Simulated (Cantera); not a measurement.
Input: 1 mol AlN, 35 mol H2, 13 mol N2, 6.9 mol H2O, at 1525 K and 7.50 Torr.

Method: chemical equilibrium by Gibbs-energy minimisation in Cantera with the NASA 1993 tables (ideal gas, pure condensed phases). Candidate condensed phases: Al, AlN, Al2O3, H2O; 35 gas species. The numbers say what is thermodynamically allowed, not how fast it happens.

Base state: H2 0.659, N2 0.244, H2O 0.0975, H 0.000192 (mole fractions); condensed: Al2O3(s).

Task: What changes in the equilibrium state with this change: 0.23 mol Cl2 added?

Result: 
| species | before | after |
|---|---|---|
| H2 | 0.659 | 0.652 |
| N2 | 0.244 | 0.243 |
| H2O | 0.0975 | 0.0971 |
| HCl | 0 | 0.00827 |
| H | 0.000192 | 0.000191 |
| Al2O3(s), mol | 0.500 | 0.500 |
Further candidate phases: AlCl3, NH4Cl.
